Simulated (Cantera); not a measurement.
A Cantera script and what it prints.

```python
import numpy as np
import cantera as ct

gas_names = """
    N NO NO2 NO3 N2 N2O O O2 O3 Si SiN SiO SiO2 Si2 Si2N Si3
""".split()
cond_names = """
    Si(cr) Si(L) SiO2(Lqz) SiO2(hqz) SiO2(L) Si2N2O(s) Si3N4(a)
""".split()


# ... load() reads the species with a 1 bar reference pressure and builds the phases ...
atoms = {
    'Si': {'Si': 1},
    'O2': {'O': 2},
    'N2': {'N': 2},
}
top_T = {'Si2N2O(s)': 2100, 'Si3N4(a)': 2400}  # K; cautious upper limits of use, not melting points


# ... equilibrate(T, P, feed) seeds the gas with the atoms and calls Mixture.equilibrate('TP', solver="vcs", rtol=1e-11, max_steps=5000) ...
results = []
feed = {'Si': 1, 'O2': 0.0031, 'N2': 10}  # mol
T = 1900  # K
P = 160  # Pa
mix = equilibrate(T, P, feed)
results.append((T, P, feed, dict(zip(mix.species_names, mix.species_moles))))
print(gas.report(threshold=0.001))
for i in range(1, mix.n_phases):
    print(f"{mix.phase(i).name:16s} {mix.phase_moles(i):12.5e} mol")
```

Result:

```
       temperature   1900 K
          pressure   160 Pa
           density   0.00028394 kg/m^3
  mean mol. weight   28.035 kg/kmol
   phase of matter   gas

                          1 kg             1 kmol
                     ---------------   ---------------
          enthalpy        1.9974e+06        5.5997e+07  J
   internal energy        1.4339e+06        4.0199e+07  J
           entropy             10840        3.0389e+05  J/K
    Gibbs function       -1.8598e+07       -5.2139e+08  J
 heat capacity c_p            1273.7             35709  J/K
 heat capacity c_v            977.15             27394  J/K

                      mass frac. Y      mole frac. X     chem. pot. / RT
                     ---------------   ---------------   ---------------
                N2           0.99043           0.99117           -33.216
                Si         0.0078949         0.0078808           -5.5898
     [  +14 minor]         0.0016745         0.0009493

Si(L)             9.08463e-01 mol
SiO2(L)           0.00000e+00 mol
Si2N2O(s)         0.00000e+00 mol
Si3N4(a)          0.00000e+00 mol
```

Cantera equilibrium calculation (NASA polynomials, part measured and part estimated; ideal gas, pure solids and liquids). The tables' values for SiN are old estimates; treat these amounts as uncertain.
